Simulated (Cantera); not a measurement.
**Transport properties of process gases**

Gas mixture: H2O : O2 = 0.21 : 0.74 (molar parts), at 0.00230 bar, frozen composition.

Cantera's kinetic-theory transport with the Lennard-Jones parameters of GRI-Mech 3.0, ideal gas; thermal conductivity in the mixture-averaged form. Polar gases are described roughly by these parameters.

```tsv
T (K)	ρ (kg/m³)	cp (J/kg/K)	μ (µPa s)	λ (mW/m/K)	Pr	D (cm²/s) H	D (cm²/s) CO2	D (cm²/s) N2
400	0.00200	1074	23.1	34.5	0.719	949	118	157
650	0.00123	1159	33.5	54.7	0.711	2230	283	364
900	0.000888	1232	42.5	74.1	0.707	3890	499	632
1150	0.000695	1287	50.7	92.7	0.704	5880	759	953
1400	0.000571	1331	58.2	110	0.701	8180	1060	1320
1650	0.000485	1369	65.2	127	0.700	10800	1400	1740
1900	0.000421	1402	71.8	144	0.699	13600	1770	2200
2150	0.000372	1431	78.1	160	0.699	16700	2170	2700
```
D: mixture-averaged diffusion coefficient of that species in the mixture.
